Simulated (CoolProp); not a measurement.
Vapour-liquid equilibrium of m-xylene (1) + n-undecane (2) at 9.02 bar; x and y are mole fractions of (1).

Values from CoolProp's multi-fluid Helmholtz-energy mixture model, Zhou 2012 and Aleksandrov 2011; pair parameters Bell 2016.

Q: Give the bubble temperature and the first vapour's composition at x = 0.35, 0.45, 0.65. Is there an azeotrope?

A: x = 0.35: 557.4 K, y = 0.515; x = 0.45: 550.4 K, y = 0.626; x = 0.65: 537.3 K, y = 0.805. No azeotrope shows between x = 0.05 and 0.95.

Pair parameters are fitted to limited data, so mixtures are less certain than the pure fluids.
